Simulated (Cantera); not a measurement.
Mixture: H₂ : O₂ : N₂ = 1 : 0.5 : 1.88 (molar parts), at 7.10 bar, adiabatic and at constant volume. Ignition delay is the time to a rise of 400 K.

Model: GRI-Mech 3.0 (53 species, 325 reactions), integrated in Cantera. The hydrogen kinetics of GRI-Mech 3.0 are dated; newer H2 mechanisms differ, most at raised pressure.

### Question
Predict: delay at 1073 K; delay at 1123 K; delay at 1173 K; delay at 1223 K; delay at 1273 K; delay at 1323 K; delay at 1373 K; apparent activation energy between 1273 and 1373 K.

### Answer
| Quantity | Value |
|---|---|
| delay at 1073 K | 1.53 ms |
| delay at 1123 K | 0.391 ms |
| delay at 1173 K | 61.0 µs |
| delay at 1223 K | 12.6 µs |
| delay at 1273 K | 6.62 µs |
| delay at 1323 K | 4.43 µs |
| delay at 1373 K | 3.29 µs |
| apparent activation energy between 1273 and 1373 K | 100 kJ/mol |
